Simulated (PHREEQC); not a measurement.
Solution (20 °C): 37 mmol/kgw FeCl3, 48 mmol/kgw ZnCl2 and 0.054 mmol/kgw NaF. Closed to the air; pH follows from the charge balance.

The numbers come from PHREEQC with the ion-association model, phreeqc.dat.

No solid was allowed to form.

What pH, ionic strength does the model give?

pH 2.13; ionic strength 0.291 mol/kgw.

In which forms is Zn present?

Zn+2 90 %, ZnCl+ 9.2 %, ZnCl2 0.8 % of the Zn.

The solution is supersaturated, for example in Hematite (slow to form), Goethite (slow to form), so a real one may precipitate; this is no full list. Fluoro complexes past AlF4- and FeF3 are missing from the database.
